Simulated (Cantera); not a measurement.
Cantera run, input and output.

```python
import numpy as np
import cantera as ct

gas = ct.Solution("gri30.yaml")
gas.TPX = 1123, 101325, {'N2O': 1, 'O2': 0.14}
reactor = ct.IdealGasConstPressureReactor(gas, energy="off", clone=False)
net = ct.ReactorNet([reactor])
net.rtol, net.atol = 1e-08, 1e-18
show = ['N2O', 'O2', 'NO', 'N2', 'NO2', 'O']
times = np.geomspace(0.0001, 60, 10)

steps = ct.SolutionArray(gas, extra=["t"])
rows = []
print(f"{'t/s':>10s}{'T/K':>9s}{'P/Pa':>11s}" + "".join(f"{s:>11s}" for s in show))
for t in times:
    while net.time < t:
        t_next = net.step()
        steps.append(gas.state, t=t_next)
    rows.append([np.interp(t, steps.t, y) for y in (steps.T, steps.P, *steps(*show).X.T)])
    print(f"{t:10.3e}{rows[-1][0]:9.1f}{rows[-1][1]:11.4g}" + "".join(f"{x:11.3e}" for x in rows[-1][2:]))
rate = np.gradient(steps.T, steps.t)
print("integrator steps:", len(steps.t))
if steps.T.max() > steps.T[0] + 200:
    print(f"time of steepest temperature rise: {steps.t[rate.argmax()]:.4e} s")
gas.TPX = 1123, 101325, {'N2O': 1, 'O2': 0.14}
gas.equilibrate("TP")
print(f"equilibrium (TP): T = {gas.T:.1f} K  " + "  ".join(f"{s} {gas[s].X[0]:.3e}" for s in show))
```

Result:

```
       t/s      T/K       P/Pa        N2O         O2         NO         N2        NO2          O
 1.000e-04   1123.0  1.013e+05  8.772e-01  1.228e-01  7.478e-07  9.948e-06  1.016e-11  4.753e-07
 4.385e-04   1123.0  1.013e+05  8.771e-01  1.228e-01  3.523e-06  4.511e-05  2.282e-10  4.753e-07
 1.923e-03   1123.0  1.013e+05  8.769e-01  1.229e-01  1.569e-05  1.993e-04  4.443e-09  4.753e-07
 8.434e-03   1123.0  1.013e+05  8.759e-01  1.232e-01  6.892e-05  8.747e-04  8.146e-08  4.751e-07
 3.699e-02   1123.0  1.013e+05  8.715e-01  1.244e-01  3.003e-04  3.823e-03  1.281e-06  4.743e-07
 1.622e-01   1123.0  1.013e+05  8.525e-01  1.297e-01  1.286e-03  1.649e-02  1.252e-05  4.694e-07
 7.114e-01   1123.0  1.013e+05  7.765e-01  1.509e-01  5.174e-03  6.737e-02  6.451e-05  4.475e-07
 3.120e+00   1123.0  1.013e+05  5.397e-01  2.173e-01  1.654e-02  2.263e-01  2.177e-04  3.677e-07
 1.368e+01   1123.0  1.013e+05  1.693e-01  3.233e-01  3.008e-02  4.770e-01  4.082e-04  1.760e-07
 6.000e+01   1123.0  1.013e+05  6.396e-03  3.721e-01  3.147e-02  5.895e-01  5.942e-04  1.149e-08
integrator steps: 894
equilibrium (TP): T = 1123.0 K  N2O 8.221e-09  O2 3.902e-01  NO 1.258e-04  N2 6.097e-01  NO2 4.320e-06  O 2.747e-09
```

Computed with Cantera and GRI-Mech 3.0 (53 species, 325 reactions). GRI-Mech 3.0 was tuned for natural gas; its chemistry of N2O as a main component is partial and can be far from experiment. The mechanism lacks the step 2 NO + O2 → 2 NO2, which can matter for NO2 below about 1400 K. The temperature is held fixed by assumption; the heat of reaction is taken as removed at once.
